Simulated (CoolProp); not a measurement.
Computed with CoolProp (reference Helmholtz-energy equation of state, Tillner-Roth 1997).

For CH2F2 (R32), give the phase and the speed of sound (m/s), viscosity (µPa s), conductivity (mW/(m K)) at 125.15 °C and 0.863 bar; 105.95 °C and 7.66 bar.


- 125.15 °C and 0.863 bar: gas; speed of sound 275, viscosity 17.7, conductivity 22.6
- 105.95 °C and 7.66 bar: gas; speed of sound 263, viscosity 16.9, conductivity 21.6

Viscosity comes from a separate model (Bell 2016), an estimate that may be off by 10 % or more. Thermal conductivity comes from a separate model (Huber 2003), an estimate that may be off by 10 % or more.
